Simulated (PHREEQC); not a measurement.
Dissolve 1.2 mmol/kgw NaHCO3 and 0.24 mmol/kgw NaOH at 25 °C. Closed to the air; pH follows from the charge balance.

All values are PHREEQC results (ion-association model, wateq4f.dat), not measurements.

```yaml
pH: 9.57
ionic_strength: 0.00163 mol/kgw
total_alkalinity: 1.44 meq/kg
```

```json
[
 {"species": "Na+", "molality": "0.00144", "activity": "0.00137", "log γ": "-0.019"},
 {"species": "HCO3-", "molality": "0.000997", "activity": "0.000954", "log γ": "-0.019"},
 {"species": "CO3-2", "molality": "0.000197", "activity": "0.000165", "log γ": "-0.077"},
 {"species": "OH-", "molality": "3.87e-5", "activity": "3.70e-5", "log γ": "-0.020"},
 {"species": "NaCO3-", "molality": "4.42e-6", "activity": "4.23e-6", "log γ": "-0.019"},
 {"species": "NaHCO3", "molality": "7.35e-7", "activity": "7.36e-7", "log γ": "0.000"}
]
```

This is a speciation only: nothing precipitates in the calculation.
